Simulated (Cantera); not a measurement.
An adiabatic, constant-volume homogeneous reactor starts with CH₄ : O₂ : N₂ : H₂O = 1 : 2.06 : 20.4 : 5.1 (molar parts), equivalence ratio 0.97, at 1400 K and 9.60 bar.

Detailed kinetics in Cantera: GRI-Mech 3.0 (53 species, 325 reactions).

**Question.** Predict: time of steepest temperature rise; temperature at 3.00 s; equilibrium temperature; x(O₂) at 3.00 s; x(H₂O) at 3.00 s; x(CO₂) at 3.00 s; x(H₂) at 3.00 s.

**Answer.** 
```json
{
 "time_of_steepest_temperature_rise": "1.71 ms",
 "temperature at 3.00 s": "2248 K",
 "equilibrium_temperature": "2248 K",
 "x(O₂) at 3.00 s": "0.00259 (gas-phase equilibrium 0.00259)",
 "x(H₂O) at 3.00 s": "0.245 (gas-phase equilibrium 0.245)",
 "x(CO₂) at 3.00 s": "0.0335 (gas-phase equilibrium 0.0335)",
 "x(H₂) at 3.00 s": "0.00189 (gas-phase equilibrium 0.00189)"
}
```
